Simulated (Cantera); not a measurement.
Charge: 1 mol HMDSO, 12 mol N2O, 0.22 mol H2, held at 1300 °C and 1330 Pa.

These are equilibrium values from Cantera (NASA tables, ideal gas, pure condensed phases), not measurements of a reactor. Candidate condensed phases: C, C6H6, C7H8, C8H18, H2O, Si, SiC, SiO2, Si2N2O, Si3N4; 151 gas species. The feed counts by its element totals alone. The tables hold silica as quartz up to 1696 K and as liquid above; real silica turns to tridymite and cristobalite and melts near 1996 K. The numbers say what is thermodynamically allowed, not how fast it happens.

Base state: N2 0.441, H2 0.252, CO 0.197, H2O 0.0868, CO2 0.0234, H 0.000177 (mole fractions); condensed: SiO2(β-quartz).

Q: What changes in the equilibrium state with this change: H2 from 0.22 to 5 mol?

A: 
```csv
species,before,after
N2,0.441,0.375
H2,0.252,0.357
CO,0.197,0.174
CO2,0.0234,0.0135
H2O,0.0868,0.0802
H,0.000177,0.000211
"SiO2(β-quartz), mol",2.00,2.00
```
